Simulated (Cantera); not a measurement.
Charge: 1 mol V2O3, 16 mol H2, 0.48 mol N2, held at 0.488 Torr.

Equilibrium computed with Cantera from the NASA thermochemical tables; the gas is ideal and each condensed phase is pure. Candidate condensed phases: H2O, V, VN, VO, V2O3, V2O4, V2O5; 28 gas species. Mutual solubility and eutectic melting of coexisting phases are not modelled. VN, VO: taken at fixed stoichiometry. Condensed phases not in the tables: the oxides between V2O3 and V2O5 other than VO2, solid solutions among these carbides, nitrides and lower oxides, V2N. Kinetics and transport are ignored.

x: gas mole fraction; n: condensed amount in mol.

| T (K) | x H2 | x N2 | x H2O | x H | x VO2 | x NH3 | x OH | n VN(s) | n V2O3(s) | n VO(s) |
|---|---|---|---|---|---|---|---|---|---|---|
| 950 | 0.971 | 0.0291 | 0.000186 | 2.15e-8 | <1e-12 | 8.74e-8 | <1e-12 | 0.00204 | 0.999 | 0 |
| 1000 | 0.971 | 0.0291 | 0.000199 | (withheld) | <1e-12 | (withheld) | <1e-12 | 0.00219 | 0.999 | 0 |
| 1050 | 0.971 | 0.0291 | 0.000212 | 3.13e-7 | <1e-12 | 4.50e-8 | <1e-12 | 0.00232 | 0.999 | 0 |
| 1100 | 0.971 | 0.0291 | 0.000223 | 9.99e-7 | <1e-12 | 3.37e-8 | 1.02e-12 | 0.00245 | 0.999 | 0 |
| 1150 | 0.971 | 0.0291 | 0.000277 | 2.88e-6 | 1.35e-12 | 2.59e-8 | 4.98e-12 | 0 | 0.995 | 0.00913 |
| 1200 | 0.970 | 0.0291 | (withheld) | (withheld) | (withheld) | (withheld) | (withheld) | 0 | 0.993 | (withheld) |
| 1250 | 0.970 | 0.0291 | 0.000665 | 1.87e-5 | 1.19e-10 | 1.62e-8 | 1.32e-10 | 0 | 0.989 | 0.0219 |
| 1300 | 0.970 | 0.0291 | 0.000979 | 4.27e-5 | 8.58e-10 | 1.31e-8 | 5.63e-10 | 0 | 0.984 | 0.0323 |
| 1350 | 0.969 | 0.0291 | 0.00140 | 9.20e-5 | 5.31e-9 | 1.08e-8 | 2.16e-9 | 0 | 0.977 | 0.0461 |
| 1400 | 0.969 | 0.0291 | 0.00195 | 0.000188 | 2.88e-8 | 9.05e-9 | 7.50e-9 | 0 | 0.968 | 0.0642 |
| 1450 | 0.968 | 0.0291 | 0.00265 | 0.000365 | 1.38e-7 | 7.64e-9 | 2.40e-8 | 0 | 0.956 | 0.0874 |

Question: What belongs in the gaps?

Answer: 
- 1200, x H2O: 0.000437
- 1200, x H: 7.63e-6
- 1200, x VO2: 1.40e-11
- 1200, x NH3: 2.03e-8
- 1200, x OH: 2.75e-11
- 1200, n VO(s): 0.0144
- 1000, x H: 8.77e-8
- 1000, x NH3: 6.17e-8
